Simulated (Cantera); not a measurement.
Charge: 1 mol Cu, 0.44 mol F₂, 0.28 mol H₂, held at 16.0 Pa.

These are equilibrium values from Cantera (NASA tables, ideal gas, pure condensed phases), not measurements of a reactor. Candidate condensed phases: Cu, CuF₂; 15 gas species. The numbers say what is thermodynamically allowed, not how fast it happens.

Question: At 625 °C, list the 3 most abundant gas species with their mole fractions, and the condensed phases.

Answer: HF 0.995, CuF 0.00284, CuF₂ 0.00232. Condensed: Cu(s) + CuF₂(s).
